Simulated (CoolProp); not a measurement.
Saturation properties of octamethyltrisiloxane (MDM) (Tc = 565.4 K, pc = 1.438 MPa, ω = 0.528).

Computed with CoolProp (reference Helmholtz-energy equation of state, Thol 2017).

```csv
T (K),p (MPa),liquid density (kg/m³),vapour density (kg/m³),enthalpy of vaporisation (kJ/kg),liquid cp (kJ/(kg K))
265,4.010e-5,848.1,0.004306,217.6,1.714
282,0.0001605,831.3,0.01620,210.7,1.748
299,0.0005278,814.4,0.05028,204.0,1.785
315.9,0.001469,797.3,0.1327,197.4,1.825
332.9,0.003603,779.8,0.3098,190.7,1.866
349.9,0.007902,761.9,0.6498,184.1,1.910
366.8,0.01573,743.7,1.244,177.4,1.953
383.8,0.02907,724.8,2.221,170.5,1.998
400.8,0.05026,705.3,3.735,163.5,2.044
417.7,0.08193,685.0,5.960,156.1,2.090
434.7,0.1277,663.6,9.160,148.4,2.138
451.7,0.1910,640.8,13.63,140.1,2.189
468.6,0.2753,616.5,19.72,131.1,2.244
```

It boils at 425.6 K under 1 atm.
